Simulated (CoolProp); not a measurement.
Vapour-liquid equilibrium of propane (1) + n-butane (2) at 0.478 MPa; x and y are mole fractions of (1).

Values from CoolProp's multi-fluid Helmholtz-energy mixture model, Lemmon 2009 and Bücker 2006; pair parameters Kunz 2012.

```json
[
 {"x": "0.05", "bubble temperature, mixture model (K)": "317.9", "bubble temperature, Raoult's law (K)": "317.3", "y, mixture model": "0.132", "y, Raoult's law": "0.157"},
 {"x": "0.15", "bubble temperature, mixture model (K)": "310.7", "bubble temperature, Raoult's law (K)": "309.4", "y, mixture model": "0.348", "y, Raoult's law": "0.394"},
 {"x": "0.25", "bubble temperature, mixture model (K)": "304.2", "bubble temperature, Raoult's law (K)": "302.8", "y, mixture model": "0.513", "y, Raoult's law": "0.560"},
 {"x": "0.35", "bubble temperature, mixture model (K)": "298.5", "bubble temperature, Raoult's law (K)": "297.1", "y, mixture model": "0.639", "y, Raoult's law": "0.679"},
 {"x": "0.45", "bubble temperature, mixture model (K)": "293.4", "bubble temperature, Raoult's law (K)": "292.2", "y, mixture model": "0.735", "y, Raoult's law": "0.768"},
 {"x": "0.55", "bubble temperature, mixture model (K)": "288.9", "bubble temperature, Raoult's law (K)": "287.9", "y, mixture model": "0.811", "y, Raoult's law": "0.836"},
 {"x": "0.65", "bubble temperature, mixture model (K)": "284.8", "bubble temperature, Raoult's law (K)": "284.0", "y, mixture model": "0.870", "y, Raoult's law": "0.888"},
 {"x": "0.75", "bubble temperature, mixture model (K)": "281.2", "bubble temperature, Raoult's law (K)": "280.6", "y, mixture model": "0.917", "y, Raoult's law": "0.929"},
 {"x": "0.85", "bubble temperature, mixture model (K)": "277.8", "bubble temperature, Raoult's law (K)": "277.5", "y, mixture model": "0.955", "y, Raoult's law": "0.962"},
 {"x": "0.95", "bubble temperature, mixture model (K)": "274.8", "bubble temperature, Raoult's law (K)": "274.7", "y, mixture model": "0.986", "y, Raoult's law": "0.989"}
]
```

The largest gap from Raoult's law is +1.4 K in bubble temperature, at x = 0.25. No azeotrope shows between x = 0.05 and 0.95.

Pair parameters are fitted to limited data, so mixtures are less certain than the pure fluids.
